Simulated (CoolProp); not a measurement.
A simple Rankine cycle with propylene: condensing at 307.15 K, boiler at 3.48 MPa, turbine inlet 354.5 K, turbine efficiency 0.75, pump efficiency 0.8, no recuperator. Each further row changes one setting.

The numbers come from the reference Helmholtz-energy equation of state, Lemmon 2013 in CoolProp.

| case | thermal efficiency (%) | net work (kJ/kg) | heat in (kJ/kg) | turbine exit temperature (K) | volume ratio over the turbine |
|---|---|---|---|---|---|
| as stated | 7.0 | 23.7 | 337 | 307.2 | 2.70 |
| turbine inlet 374.5 K | 7.5 | 29.8 | 396 | 331.5 | … |
| condensing temperature 299.15 K | 8.3 | 29.8 | 358 | 299.2 | 3.31 |
| boiler pressure 2.44 MPa | … | 18.6 | 382 | … | 1.73 |
| turbine efficiency 0.65 | 5.9 | 19.9 | 337 | 307.2 | 2.74 |

Task: Fill in the missing entries.

Result: 
- turbine inlet 374.5 K, volume ratio over the turbine: 2.55
- boiler pressure 2.44 MPa, thermal efficiency (%): 4.9
- boiler pressure 2.44 MPa, turbine exit temperature (K): 330.1

The expansion ends wet for: as stated; condensing temperature 299.15 K.
